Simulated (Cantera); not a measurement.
Standard-state values (1 bar) from the NASA 1993 polynomials, evaluated with Cantera. Values are per mole of reaction as written; species without (g) are pure solids or liquids, kept so even where they would boil at 1 bar.

Between 300 and 975 K, where is each reaction favourable under standard conditions?
- Br2(g) + Mg(g) → MgBr2


- Br2(g) + Mg(g) → MgBr2: ΔG° is -619 kJ at 300 K and -442 kJ at 975 K; it stays negative (K > 1). ΔH° is -686 kJ and ΔS° -250 J/K at 975 K.
